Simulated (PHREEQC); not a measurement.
Polishing slurry liquid: speciation

Consider water at 25 °C with 0.065 mol NH3 and 0.4 mol K2SO4 per kg of water. Closed to the air; pH follows from the charge balance.

The numbers come from PHREEQC with the ion-association model, phreeqc.dat.

```yaml
pH: 11.15
ionic_strength: 0.880 mol/kgw
activity_of_water: 0.981
density: 1.049 g/cm³
total_alkalinity: 65.0 meq/kg
```

```json
[
 {"species": "K+", "molality": "0.640", "activity": "0.388", "log γ": "-0.217"},
 {"species": "SO4-2", "molality": "0.239", "activity": "0.0389", "log γ": "-0.789"},
 {"species": "KSO4-", "molality": "0.160", "activity": "0.106", "log γ": "-0.180"},
 {"species": "NH3", "molality": "0.0626", "activity": "0.0767", "log γ": "0.088"},
 {"species": "OH-", "molality": "0.00239", "activity": "0.00141", "log γ": "-0.230"},
 {"species": "NH4+", "molality": "0.00177", "activity": "0.000951", "log γ": "-0.270"},
 {"species": "NH4SO4-", "molality": "0.000617", "activity": "0.000476", "log γ": "-0.112"}
]
```

No solid was allowed to form. Ionic strength above about 0.7 mol/kgw puts this run outside the model's range.
